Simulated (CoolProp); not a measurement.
Vapour-liquid equilibrium of cyclohexane (1) + n-dodecane (2) at 387.3 K; x and y are mole fractions of (1).

Model: multi-fluid Helmholtz-energy mixture model, Zhou 2014 and Lemmon 2004; pair parameters Bell 2016, in CoolProp.

**Question.** Give the bubble pressure and the first vapour's composition at x = 0.05, 0.15, 0.35. Is there an azeotrope?

**Answer.** x = 0.05: 13.40 kPa, y = 0.725; x = 0.15: 33.57 kPa, y = 0.900; x = 0.35: 78.43 kPa, y = 0.966. No azeotrope shows between x = 0.05 and 0.95.

The pair parameters rest on a limited set of measurements; away from them the model extrapolates.
